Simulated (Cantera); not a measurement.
Input: 1 mol CuO, 2.6 mol CH₄, 7.2 mol N₂, held at 1450 K and 6.80 bar.

Equilibrium computed with Cantera from the NASA thermochemical tables; the gas is ideal and each condensed phase is pure. Candidate condensed phases: C, C₆H₆, C₇H₈, C₈H₁₈, Cu, CuO, Cu(OH)₂, Cu₂O, H₂O; 139 gas species. Kinetics and transport are ignored.

Base state: N₂ 0.539, H₂ 0.382, CO 0.0744, CH₄ 0.00328, H₂O 0.000482, HCN 0.000333, NH₃ 8.54e-5, CO₂ 3.94e-5 (mole fractions); condensed: C(graphite) + Cu(l).

What changes in the equilibrium state with this change: temperature from 1450 K to 2600 K?


| species | before | after |
|---|---|---|
| N₂ | 0.539 | 0.490 |
| H₂ | 0.382 | 0.338 |
| CO | 0.0744 | 0.0709 |
| Cu | 5.06e-7 | 0.0444 |
| HCN | 0.000333 | 0.0366 |
| Cu₂ | <1e-9 | 0.000832 |
| C₂N₂ | <1e-9 | 6.77e-5 |
| C(graphite), mol | 1.56 | 0.853 |
| Cu(l), mol | 1.000 | 0.351 |

What changes in the equilibrium state with this change: CH₄ from 2.6 to 0.53 mol?


| species | before | after |
|---|---|---|
| N₂ | 0.539 | 0.819 |
| H₂ | 0.382 | 0.0783 |
| CO | 0.0744 | 0.0491 |
| H₂O | 0.000482 | 0.0423 |
| CO₂ | 3.94e-5 | 0.0112 |
| CH₄ | 0.00328 | 2.12e-7 |
| HCN | 0.000333 | 2.87e-7 |
| NH₃ | 8.54e-5 | 9.75e-6 |
| C(graphite), mol | 1.56 | 0 |
| Cu(l), mol | 1.000 | 1.000 |
